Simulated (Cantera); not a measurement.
Feed: 1 mol Pb, 9.1 mol CO, 23 mol H₂, held at 600 °C and 750 Torr.

Cantera equilibrium calculation (NASA polynomials, part measured and part estimated; ideal gas, pure solids and liquids). Candidate condensed phases: C, C₆H₆, C₇H₈, C₈H₁₈, H₂O, Pb, PbO, PbO₂, Pb₃O₄; 113 gas species. Kinetics and transport are ignored.

Base state: H₂ 0.544, H₂O 0.179, CH₄ 0.133, CO 0.0772, CO₂ 0.0676 (mole fractions); condensed: C(graphite) + Pb(l).

Problem. What changes in the equilibrium state with this change: pressure from 750 Torr to 2.03 Torr?

Solution. 
```tsv
species	before	after
H₂	0.544	0.717
CO	0.0772	0.278
CO₂	0.0676	0.00237
H₂O	0.179	0.00229
CH₄	0.133	0.000622
Pb	6.36e-7	0.000236
C(graphite), mol	2.64	0.129
Pb(l), mol	1.000	0.992
```

Problem. What changes in the equilibrium state with this change: H₂ from 23 to 6.6 mol?

Solution. 
```json
[
 {"species": "H₂", "before": "0.544", "after": "0.330"},
 {"species": "CO₂", "before": "0.0676", "after": "0.259"},
 {"species": "H₂O", "before": "0.179", "after": "0.212"},
 {"species": "CH₄", "before": "0.133", "after": "0.0487"},
 {"species": "CO", "before": "0.0772", "after": "0.151"},
 {"species": "C(graphite), mol", "before": "2.64", "after": "4.36"},
 {"species": "Pb(l), mol", "before": "1.000", "after": "1.000"}
]
```
